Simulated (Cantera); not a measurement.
Feed: 1 mol Ta2O5, 0.36 mol CH4, 0.32 mol CO, at 800 °C and 350 Pa.

Cantera equilibrium calculation (NASA polynomials, part measured and part estimated; ideal gas, pure solids and liquids). Candidate condensed phases: C, C6H6, C7H8, C8H18, H2O, Ta, TaC, Ta2O5; 113 gas species. Mutual solubility and eutectic melting of coexisting phases are not modelled. TaC: taken at fixed stoichiometry. Condensed phases not in the tables: Ta2C. Rates play no part.

Base state: H2 0.555, CO 0.445, H2O 0.000178, CO2 0.000155, CH4 3.12e-5 (mole fractions); condensed: TaC(s) + Ta2O5(s).

What changes in the equilibrium state with this change: temperature from 800 °C to 1977 °C?


```csv
species,before,after
CO,0.445,0.459
H2,0.555,0.442
H,1.76e-7,0.0835
TaO2,<1e-9,0.0109
TaO,<1e-9,0.00235
OH,<1e-9,5.32e-5
"TaC(s), mol",0.103,0
"Ta2O5(s), mol",0.949,0
"Ta(s), mol",0,0.140
"Ta2O5(l), mol",0,0.920
```
Condensed phases not in the tables: Ta2C, N, O or C dissolved in the metal.

What changes in the equilibrium state with this change: Ta2O5 replaced by TiO2?


| species | before | after |
|---|---|---|
| H2 | 0.555 | 0.558 |
| CO | 0.445 | 0.442 |
| H2O | 0.000178 | 0.000112 |
| CO2 | 0.000155 | 9.61e-5 |
| CH4 | 3.12e-5 | 5.01e-5 |
| TaC(s), mol | 0.103 | 0 |
| Ta2O5(s), mol | 0.949 | 0 |
| C(graphite), mol | 0 | 0.110 |
| Ti4O7(s), mol | 0 | 0.250 |
Condensed phases not in the tables: Magnéli phases beyond Ti4O7. Further candidate phases: Ti, TiC, TiO, TiO2, Ti2O3, Ti3O5, Ti4O7.
